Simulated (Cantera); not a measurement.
Charge: 1 mol Al2O3, 0.0048 mol C, 4.4 mol N2, equilibrated at 0.000590 bar.

Method: chemical equilibrium by Gibbs-energy minimisation in Cantera with the NASA 1993 tables (ideal gas, pure condensed phases). Candidate condensed phases: Al, AlN, Al2O3, C; 32 gas species. Equilibrium is a limit: real reactors are often held back by kinetics, nucleation or transport.

Problem. What share of the Al ends up in condensed phases as a function of T (°C), at 1602, 1702, 1802, 1902, 2002, 2102, 2202, 2302?

Solution. 
| T (°C) | Al condensed (%) | as |
|---|---|---|
| 1602 | 99.8 | Al2O3(s) |
| 1702 | 99.8 | Al2O3(s) |
| 1802 | 99.8 | Al2O3(s) |
| 1902 | 99.8 | Al2O3(s) |
| 2002 | 99.6 | Al2O3(s) |
| 2102 | 98.9 | Al2O3(l) |
| 2202 | 96.5 | Al2O3(l) |
| 2302 | 88.7 | Al2O3(l) |
